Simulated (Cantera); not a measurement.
Predominance diagram of Li at 1150 K against the partial pressures of O2 and Cl2 (log10, bar). Standard-state values (1 bar) from the NASA 1993 polynomials, evaluated with Cantera. Candidates: Li(l), LiCl(l), Li2O(s). Only these pure phases compete in this equilibrium. Not in the tables: the peroxide.

Question: Which phase is stable at these pairs, and which metal-bearing vapour leads over it? (-6.3, -1.2); (-3.4, -4.5); (-1.1, -11); (-8, -3.4); (-10.9, -4.5); (-5.7, -1.2); (-2.9, -0.1)

Answer: 
| log p(O2) | log p(Cl2) | phase | chief vapour | log p (bar) |
|---|---|---|---|---|
| -6.3 | -1.2 | LiCl(l) | LiCl | -2.5 |
| -3.4 | -4.5 | LiCl(l) | LiCl | -2.5 |
| -1.1 | -11 | Li2O(s) | LiCl | -3.2 |
| -8 | -3.4 | LiCl(l) | LiCl | -2.5 |
| -10.9 | -4.5 | LiCl(l) | LiCl | -2.5 |
| -5.7 | -1.2 | LiCl(l) | LiCl | -2.5 |
| -2.9 | -0.1 | LiCl(l) | LiCl | -2.5 |
